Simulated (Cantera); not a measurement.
An isothermal, constant-pressure homogeneous reactor starts with 9.43 % CH4, 90.6 % N2, at 1925 K and 0.290 bar.

Model: GRI-Mech 3.0 (53 species, 325 reactions), integrated in Cantera. GRI-Mech 3.0 stops at C3 and has no aromatics, soot or wall deposition, so with more carbon than oxygen in the feed, carbon stays in small species such as C2H2 where larger ones or solid carbon would form.

x: mole fraction; the columns are a selection and need not sum to one.

| t (s) | x CH4 | x HCN | x H | x C2H4 | x C2H2 | x CH2 | x C2H |
|---|---|---|---|---|---|---|---|
| 8.00e-5 | 0.0933 | 2.23e-10 | 6.62e-6 | 3.65e-5 | 9.84e-7 | … | 5.46e-11 |
| 0.000298 | 0.0873 | 1.76e-8 | 3.71e-5 | 0.00151 | 0.000242 | … | 2.30e-8 |
| 0.00111 | 0.0464 | 1.33e-6 | 0.000239 | 0.00412 | 0.0164 | … | 9.52e-7 |
| 0.00415 | 0.0137 | 7.43e-6 | 0.000424 | 0.000281 | 0.0360 | … | 2.01e-6 |
| 0.0155 | 0.00285 | 1.91e-5 | 0.000567 | 2.92e-5 | 0.0416 | … | 2.71e-6 |
| 0.0578 | 0.000589 | 3.32e-5 | 0.000628 | 1.71e-5 | 0.0428 | … | 3.00e-6 |
| 0.216 | 0.000147 | 4.82e-5 | 0.000640 | 1.66e-5 | 0.0430 | … | 3.06e-6 |
| 0.804 | 6.59e-5 | 6.79e-5 | 0.000642 | 1.66e-5 | 0.0430 | 4.01e-8 | 3.07e-6 |
| 3.00 | 6.24e-5 | 0.000124 | 0.000642 | 1.66e-5 | 0.0430 | 3.80e-8 | 3.07e-6 |

Task: Some entries are withheld; supply them.

Result: 
- 8.00e-5, x CH2: 5.46e-7
- 0.000298, x CH2: 4.66e-6
- 0.00111, x CH2: 8.60e-6
- 0.00415, x CH2: 4.03e-6
- 0.0155, x CH2: 1.36e-6
- 0.0578, x CH2: 3.42e-7
- 0.216, x CH2: 8.88e-8
